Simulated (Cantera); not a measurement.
Input (Python, Cantera) and output of one run.

```python
import numpy as np
import cantera as ct

gas_names = [...]  # 151 gases of nasa_gas.yaml made of C, H, N, O, Si
cond_names = """
    C(gr) C6H6(L) C7H8(L) C8H18(L),n-octa H2O(s) H2O(L) Si(cr) Si(L) SiC(b) SiO2(Lqz) SiO2(hqz) SiO2(L)
    Si2N2O(s) Si3N4(a)
""".split()


# ... load() reads the species with a 1 bar reference pressure and builds the phases ...
atoms = {
    'Si3N4': {'Si': 3, 'N': 4},
    'CO2': {'C': 1, 'O': 2},
    'H2': {'H': 2},
}
top_T = {'C(gr)': 4500, 'SiC(b)': 3050, 'Si2N2O(s)': 2100, 'Si3N4(a)': 2400}  # K; cautious upper limits of use, not melting points


# ... equilibrate(T, P, feed) seeds the gas with the atoms and calls Mixture.equilibrate('TP', solver="vcs", rtol=1e-11, max_steps=5000) ...
results = []
feed = {'Si3N4': 1, 'CO2': 0.031, 'H2': 9.2}  # mol
P = 1000  # Pa
for T in [1098, 1148, 1198, 1248, 1298, 1348, 1398, 1448, 1498]:
    mix = equilibrate(T, P, feed)
    results.append((T, P, feed, dict(zip(mix.species_names, mix.species_moles))))

top = {s: max(r[3][s] / sum(r[3][g] for g in gas_names) for r in results) for s in gas_names}
cols = sorted((s for s in top if top[s] > 0.0001), key=lambda s: -top[s])[:8]
seen = [c for c in cond_names if any(r[3].get(c, 0) > 1e-12 for r in results)]
print("log10 of partial pressures in bar; condensed amounts in mol")
print(f"{'T/K':>10s}" + "".join(f"{s[:9]:>10s}" for s in cols + seen))
for T, P, feed, n in results:
    ng = sum(n[g] for g in gas_names)
    print(f"{T:10.4g}" + "".join(f"{np.log10(max(n[s] / ng * P / 1e5, 1e-99)):10.3f}" for s in cols)
          + "".join(f"{n.get(c, 0):10.4g}" for c in seen))
```

Output:

```
log10 of partial pressures in bar; condensed amounts in mol
       T/K        H2        N2       CH4         H     C(gr)    Si(cr)    SiC(b) Si2N2O(s)  Si3N4(a)
      1098    -2.002    -4.446    -5.441    -8.608  0.009073         0   0.01857     0.062    0.9525
      1148    -2.002    -4.357    -5.931    -8.146         0         0    0.0299     0.062    0.9487
      1198    -2.002    -4.352    -6.431    -7.722         0         0   0.03065     0.062    0.9485
      1248    -2.002    -4.350    -6.892    -7.332         0         0   0.03087     0.062    0.9484
      1298    -2.002    -4.350    -7.318    -6.971         0         0   0.03094     0.062    0.9484
      1348    -2.002    -4.350    -7.713    -6.637         0         0   0.03097   0.06199    0.9483
      1398    -2.002    -4.350    -8.079    -6.326         0         0   0.03098   0.06196    0.9484
      1448    -2.002    -4.349    -8.419    -6.036         0         0   0.03098   0.06183    0.9484
      1498    -2.002    -4.341    -8.731    -5.766         0 0.0008174   0.03097   0.06122    0.9483
```

Method: chemical equilibrium by Gibbs-energy minimisation in Cantera with the NASA 1993 tables (ideal gas, pure condensed phases). Mutual solubility and eutectic melting of coexisting phases are not modelled.
